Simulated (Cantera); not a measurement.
A perfectly stirred reactor is fed with CH4 : CO : O2 : N2 = 1 : 0.054 : 1.69 : 6.35 (molar parts), equivalence ratio 1.2, at 1.00 bar; it is adiabatic with a 600 K inlet, and is followed from long to short residence time, starting on the burning branch (τ in s: 0.42, 0.21, 0.1, 0.05, 0.025, 0.012, 0.006, 0.003, 0.0015, 0.00072, 0.00035, 0.00017, 8.6e-05).

Cantera simulation using GRI-Mech 3.0 (53 species, 325 reactions); the numbers are that mechanism's predictions, not measurements.

x: mole fraction; the columns are a selection and need not sum to one.

| τ (s) | T (K) | x CH4 | x CO | x O2 | x NO | x N2O |
|---|---|---|---|---|---|---|
| 0.42 | 2331 | ? | 0.0485 | 0.000421 | 0.000648 | 3.48e-8 |
| 0.21 | 2329 | ? | 0.0485 | 0.000478 | 0.000649 | 3.63e-8 |
| 0.10 | 2324 | ? | 0.0486 | 0.000589 | 0.000650 | 3.87e-8 |
| 0.050 | 2317 | ? | 0.0488 | 0.000768 | 0.000647 | 4.19e-8 |
| 0.025 | 2306 | ? | 0.0491 | 0.00106 | 0.000634 | 4.57e-8 |
| 0.012 | 2289 | ? | 0.0495 | 0.00153 | 0.000604 | 4.95e-8 |
| 0.0060 | 2268 | ? | 0.0501 | 0.00218 | 0.000555 | 5.22e-8 |
| 0.0030 | 2241 | ? | 0.0508 | 0.00307 | 0.000486 | 5.34e-8 |
| 0.0015 | 2208 | ? | 0.0518 | 0.00423 | 0.000403 | 5.34e-8 |
| 0.00072 | 2168 | ? | 0.0530 | 0.00578 | 0.000315 | 5.27e-8 |
| 0.00035 | 2125 | ? | 0.0547 | 0.00774 | 0.000237 | 5.21e-8 |
| 0.00017 | 2079 | ? | 0.0573 | 0.0106 | 0.000171 | 5.16e-8 |
| 8.6e-5 | 2024 | ? | 0.0619 | 0.0156 | 0.000114 | 5.03e-8 |

Question: Complete the blanks.

Answer: 
- 0.42, x CH4: 1.43e-6
- 0.21, x CH4: 2.60e-6
- 0.10, x CH4: 4.66e-6
- 0.050, x CH4: 7.61e-6
- 0.025, x CH4: 1.20e-5
- 0.012, x CH4: 1.89e-5
- 0.0060, x CH4: 2.93e-5
- 0.0030, x CH4: 4.64e-5
- 0.0015, x CH4: 7.58e-5
- 0.00072, x CH4: 0.000134
- 0.00035, x CH4: 0.000249
- 0.00017, x CH4: 0.000502
- 8.6e-5, x CH4: 0.00113
